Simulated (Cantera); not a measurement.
What does this Cantera script print?

```python
import numpy as np
import cantera as ct

gas_names = """
    H HO2 H2 H2O H2O2 H2S H2SO4 O OH O2 O3 S SH SO SO2 SO3 S2 S2O S8
""".split()
cond_names = """
    H2O(s) H2O(L) H2SO4(L) S(cr1) S(cr2) S(L)
""".split()


# ... load() reads the species with a 1 bar reference pressure and builds the phases ...
atoms = {
    'S': {'S': 1},
    'SO2': {'S': 1, 'O': 2},
    'H2': {'H': 2},
}
top_T = {}  # K; cautious upper limits of use, not melting points


# ... equilibrate(T, P, feed) seeds the gas with the atoms and calls Mixture.equilibrate('TP', solver="vcs", rtol=1e-11, max_steps=5000) ...
results = []
feed = {'S': 1, 'SO2': 0.067, 'H2': 0.43}  # mol
T = 1348.15  # K
P = 15  # Pa
mix = equilibrate(T, P, feed)
results.append((T, P, feed, dict(zip(mix.species_names, mix.species_moles))))
print(gas.report(threshold=0.001))
for i in range(1, mix.n_phases):
    print(f"{mix.phase(i).name:16s} {mix.phase_moles(i):12.5e} mol")
```

Result:

```
       temperature   1348.2 K
          pressure   15 Pa
           density   5.2045e-05 kg/m^3
  mean mol. weight   38.892 kg/kmol
   phase of matter   gas

                          1 kg             1 kmol
                     ---------------   ---------------
          enthalpy        1.9041e+06        7.4054e+07  J
   internal energy        1.6159e+06        6.2844e+07  J
           entropy            8426.3        3.2771e+05  J/K
    Gibbs function       -9.4558e+06       -3.6776e+08  J
 heat capacity c_p             968.7             37675  J/K
 heat capacity c_v            754.92             29360  J/K

                      mass frac. Y      mole frac. X     chem. pot. / RT
                     ---------------   ---------------   ---------------
                H2          0.015561            0.3002           -28.306
               H2O          0.057975           0.12516           -58.337
               H2S          0.019496          0.022251           -42.553
                SH         0.0028359         0.0033354             -28.4
                SO         0.0021994         0.0017798           -44.278
               SO2          0.010536          0.006397            -74.31
                S2           0.89051           0.54014           -28.494
     [  +12 minor]        0.00088117        0.00073719

S(L)              0.00000e+00 mol
```

These are equilibrium values from Cantera (NASA tables, ideal gas, pure condensed phases), not measurements of a reactor.
